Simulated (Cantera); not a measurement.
Source: NASA polynomial tables (part measured, part estimated), evaluated in Cantera. Values are per mole of reaction as written; species without (g) are pure solids or liquids, kept so even where they would boil at 1 bar.

**Question.** Between 300 and 1573 K, where is each reaction favourable under standard conditions?
- 4 CrO3(g) + 2 NO(g) → 2 Cr2N + 7 O2(g)

**Answer.** 
- 4 CrO3(g) + 2 NO(g) → 2 Cr2N + 7 O2(g): ΔG° is 714 kJ at 300 K and 559 kJ at 1573 K; it stays positive (K < 1). ΔH° is 796 kJ and ΔS° 151 J/K at 1573 K.
